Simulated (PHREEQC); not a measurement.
A PHREEQC speciation (ion-association model, phreeqc.dat) at 25 °C gives pH 5.88 and these molalities:

```tsv
species	mol/kgw
Zn+2	0.00280
SO4-2	0.00278
ZnSO4	0.000780
Zn(SO4)2-2	1.79e-5
ZnOH+	1.69e-6
H+	1.46e-6
```

Task: What are the element totals, and what could have been dissolved in 1 kg of water to give them?

Result: This is not unique; one that fits is totals S(6) 0.00360, Zn 0.00360 mol/kgw, from 0.0036 mol/kgw ZnSO4.

Precipitation was switched off in this run.
